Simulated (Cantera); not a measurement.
An adiabatic, constant-volume homogeneous reactor starts with CH4 : O2 : N2 : H2O = 1 : 5.56 : 20.9 : 5.9 (molar parts), equivalence ratio 0.36, at 1648 K and 2.30 bar. Integrator tolerance rtol = 1e-08.

Detailed kinetics in Cantera: GRI-Mech 3.0 (53 species, 325 reactions).

What does this change do: pressure from 2.30 bar to 1.01 bar?


| quantity | before | after |
|---|---|---|
| time of steepest temperature rise | 0.145 ms | 0.285 ms |
| temperature at 3.00 s | 2314 K | 2300 K |
| equilibrium temperature | 2314 K | 2300 K |
| x(CH4) at 3.00 s | <1e-12 (gas-phase equilibrium <1e-12) | <1e-12 (gas-phase equilibrium <1e-12) |
| x(O2) at 3.00 s | 0.0999 (gas-phase equilibrium 0.0999) | 0.0998 (gas-phase equilibrium 0.0998) |
| x(H2O) at 3.00 s | 0.231 (gas-phase equilibrium 0.231) | 0.230 (gas-phase equilibrium 0.230) |
| x(O) at 3.00 s | 0.000949 (gas-phase equilibrium 0.000949) | 0.00132 (gas-phase equilibrium 0.00132) |
| x(C2H4) at 3.00 s | <1e-12 (gas-phase equilibrium <1e-12) | <1e-12 (gas-phase equilibrium <1e-12) |

What does this change do: initial temperature 1648 to 1350 K?


| quantity | before | after |
|---|---|---|
| time of steepest temperature rise | 0.145 ms | 2.67 ms |
| temperature at 3.00 s | 2314 K | 2085 K |
| equilibrium temperature | 2314 K | 2085 K |
| x(CH4) at 3.00 s | <1e-12 (gas-phase equilibrium <1e-12) | <1e-12 (gas-phase equilibrium <1e-12) |
| x(O2) at 3.00 s | 0.0999 (gas-phase equilibrium 0.0999) | 0.103 (gas-phase equilibrium 0.103) |
| x(H2O) at 3.00 s | 0.231 (gas-phase equilibrium 0.231) | 0.235 (gas-phase equilibrium 0.235) |
| x(O) at 3.00 s | 0.000949 (gas-phase equilibrium 0.000949) | 0.000214 (gas-phase equilibrium 0.000214) |
| x(C2H4) at 3.00 s | <1e-12 (gas-phase equilibrium <1e-12) | <1e-12 (gas-phase equilibrium <1e-12) |
